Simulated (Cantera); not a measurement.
What does this Cantera script print?

```python
import numpy as np
import cantera as ct

gas = ct.Solution("gri30.yaml")
gas.TPX = 1298, 670000, {'CO': 0.023, 'O2': 0.0059, 'H2O': 0.00013, 'N2': 1}
reactor = ct.IdealGasConstPressureReactor(gas, energy="off", clone=False)
net = ct.ReactorNet([reactor])
net.rtol, net.atol = 1e-08, 1e-18
show = ['CO', 'O2', 'H2O', 'NO2', 'NO']
times = np.geomspace(3e-06, 100, 13)

steps = ct.SolutionArray(gas, extra=["t"])
rows = []
print(f"{'t/s':>10s}{'T/K':>9s}{'P/Pa':>11s}" + "".join(f"{s:>11s}" for s in show))
for t in times:
    while net.time < t:
        t_next = net.step()
        steps.append(gas.state, t=t_next)
    rows.append([np.interp(t, steps.t, y) for y in (steps.T, steps.P, *steps(*show).X.T)])
    print(f"{t:10.3e}{rows[-1][0]:9.1f}{rows[-1][1]:11.4g}" + "".join(f"{x:11.3e}" for x in rows[-1][2:]))
rate = np.gradient(steps.T, steps.t)
print("integrator steps:", len(steps.t))
if steps.T.max() > steps.T[0] + 200:
    print(f"time of steepest temperature rise: {steps.t[rate.argmax()]:.4e} s")
gas.TPX = 1298, 670000, {'CO': 0.023, 'O2': 0.0059, 'H2O': 0.00013, 'N2': 1}
gas.equilibrate("TP")
print(f"equilibrium (TP): T = {gas.T:.1f} K  " + "  ".join(f"{s} {gas[s].X[0]:.3e}" for s in show))
```

It prints:

```
       t/s      T/K       P/Pa         CO         O2        H2O        NO2         NO
 3.000e-06   1298.0    6.7e+05  2.235e-02  5.734e-03  1.263e-04  1.598e-26  1.272e-18
 1.271e-05   1298.0    6.7e+05  2.235e-02  5.734e-03  1.263e-04  4.037e-24  2.892e-17
 5.382e-05   1298.0    6.7e+05  2.235e-02  5.734e-03  1.263e-04  1.171e-21  5.532e-16
 2.280e-04   1298.0    6.7e+05  2.235e-02  5.734e-03  1.263e-04  2.788e-19  7.983e-15
 9.655e-04   1298.0    6.7e+05  2.235e-02  5.733e-03  1.263e-04  7.925e-17  1.104e-13
 4.089e-03   1298.0    6.7e+05  2.227e-02  5.689e-03  1.255e-04  3.370e-12  1.032e-10
 1.732e-02   1298.0    6.7e+05  1.831e-02  3.696e-03  1.163e-04  4.766e-09  1.533e-07
 7.336e-02   1298.0    6.7e+05  1.091e-02  1.282e-06  9.031e-05  3.158e-11  1.220e-06
 3.107e-01   1298.0    6.7e+05  1.091e-02  2.550e-08  8.583e-05  9.287e-13  7.591e-07
 1.316e+00   1298.0    6.7e+05  1.091e-02  8.968e-09  8.517e-05  2.565e-13  6.223e-07
 5.574e+00   1298.0    6.7e+05  1.091e-02  7.023e-09  8.507e-05  1.117e-13  5.950e-07
 2.361e+01   1298.0    6.7e+05  1.090e-02  3.427e-09  8.483e-05  6.831e-14  5.270e-07
 1.000e+02   1298.0    6.7e+05  1.090e-02  1.497e-10  8.399e-05  1.611e-14  3.347e-07
integrator steps: 1808
equilibrium (TP): T = 1298.0 K  CO 1.090e-02  O2 3.683e-15  H2O 8.268e-05  NO2 2.165e-19  NO 5.793e-11
```

Cantera simulation using GRI-Mech 3.0 (53 species, 325 reactions); the numbers are that mechanism's predictions, not measurements.
